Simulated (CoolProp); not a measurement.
Vapour-liquid equilibrium of ethylene (1) + propylene (2) at 175.5 K; x and y are mole fractions of (1).

Values from CoolProp's multi-fluid Helmholtz-energy mixture model, Smukala 2000 and Lemmon 2013; pair parameters Bell 2016.

Give the bubble pressure and the first vapour's composition at x = 0.35, 0.8, 0.95. Is there an azeotrope?

x = 0.35: 0.05697 MPa, y = 0.942; x = 0.8: 0.1163 MPa, y = 0.990; x = 0.95: 0.1363 MPa, y = 0.998. No azeotrope shows between x = 0.05 and 0.95.

The pair parameters rest on a limited set of measurements; away from them the model extrapolates.
